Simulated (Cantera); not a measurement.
A Cantera script and its output.

```python
import numpy as np
import cantera as ct

gas = ct.Solution("h2o2.yaml")
gas.TPX = 1400, 55000, {'H2': 0.13, 'O2': 1, 'N2': 6.5}
inlet = ct.Reservoir(gas, clone=True)

reactor = ct.IdealGasConstPressureReactor(gas, energy="off", clone=False)
exhaust = ct.Reservoir(gas, clone=True)
tau = [1, 0.52, 0.27, 0.14, 0.072, 0.037, 0.019, 0.01, 0.0052, 0.0027][0]
for a, b in ((inlet, reactor), (reactor, exhaust)):
    ct.MassFlowController(a, b, mdot=lambda t: reactor.mass / tau)
net = ct.ReactorNet([reactor])
show = ['H2', 'O2', 'H2O', 'HO2', 'H2O2', 'OH', 'H']

rows = []
print(f"{'tau/s':>10s}{'T/K':>9s}" + "".join(f"{s:>11s}" for s in show))
for tau in [1, 0.52, 0.27, 0.14, 0.072, 0.037, 0.019, 0.01, 0.0052, 0.0027]:
    net.initial_time = 0.0
    net.advance(30 * tau)
    before = gas.X
    net.advance(40 * tau)
    drift = np.max(np.abs(gas.X - before) / (gas.X + 1e-9))
    rows.append([gas.T, *gas[show].X, drift])
    print(f"{tau:10.3e}{gas.T:9.1f}" + "".join(f"{x:11.3e}" for x in gas[show].X))
```

It prints:

```
     tau/s      T/K         H2         O2        H2O        HO2       H2O2         OH          H
 1.000e+00   1400.0  1.071e-05  1.235e-01  1.712e-02  4.799e-07  2.220e-08  1.108e-04  7.678e-07
 5.200e-01   1400.0  1.629e-05  1.235e-01  1.710e-02  7.017e-07  3.101e-08  1.374e-04  1.469e-06
 2.700e-01   1400.0  2.470e-05  1.235e-01  1.707e-02  1.014e-06  4.283e-08  1.705e-04  2.815e-06
 1.400e-01   1400.0  3.730e-05  1.235e-01  1.704e-02  1.442e-06  5.845e-08  2.118e-04  5.401e-06
 7.200e-02   1400.0  5.631e-05  1.234e-01  1.699e-02  2.020e-06  7.897e-08  2.642e-04  1.043e-05
 3.700e-02   1400.0  8.456e-05  1.234e-01  1.692e-02  2.768e-06  1.052e-07  3.298e-04  2.010e-05
 1.900e-02   1400.0  1.263e-04  1.233e-01  1.682e-02  3.700e-06  1.381e-07  4.122e-04  3.855e-05
 1.000e-02   1400.0  1.848e-04  1.232e-01  1.670e-02  4.766e-06  1.768e-07  5.112e-04  7.161e-05
 5.200e-03   1400.0  2.712e-04  1.230e-01  1.651e-02  5.998e-06  2.238e-07  6.361e-04  1.329e-04
 2.700e-03   1400.0  3.970e-04  1.227e-01  1.624e-02  7.332e-06  2.787e-07  7.901e-04  2.423e-04
```

Detailed kinetics in Cantera: the H2/O2 subset of GRI-Mech 3.0, which has no nitrogen chemistry.
